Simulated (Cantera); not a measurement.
A closed system holds: 1 mol SiCl4, 27 mol NH3, 14 mol H2, at 2023.15 K and 24.8 Torr.

Equilibrium computed with Cantera from the NASA thermochemical tables; the gas is ideal and each condensed phase is pure. The tables' values for SiCl, SiN, SiCl3 are old estimates; treat these amounts as uncertain. Gases not in the tables: Si2H6 and higher silanes. Equilibrium is a limit: real reactors are often held back by kinetics, nucleation or transport.

```
species       before     after
----------  --------  --------
H2             0.747     0.694
N2             0.192     0.185
H            0.00904    0.0563
Si           0.00173    0.0116
HCl           0.0439    0.0487
SiCl3        1.18e-5   4.48e-7
Cl          0.000395   0.00294
SiH2         9.03e-5   1.35e-5
Si2N         4.35e-5   7.16e-6
SiCl2        0.00601   0.00129
SiCl        0.000424  0.000509
Si(l), mol     0.393         0
```
Gas species are given as mole fractions.

**Question.** Name the change that produced these shifts.
A. SiCl4 replaced by Si2Cl6
B. NH3 from 27 to 0.77 mol
C. NH3 from 27 to 0.14 mol
D. pressure from 24.8 Torr to 0.593 Torr

**Answer.** D, pressure from 24.8 Torr to 0.593 Torr. The tables' values for SiCl, SiN are old estimates; treat these amounts as uncertain
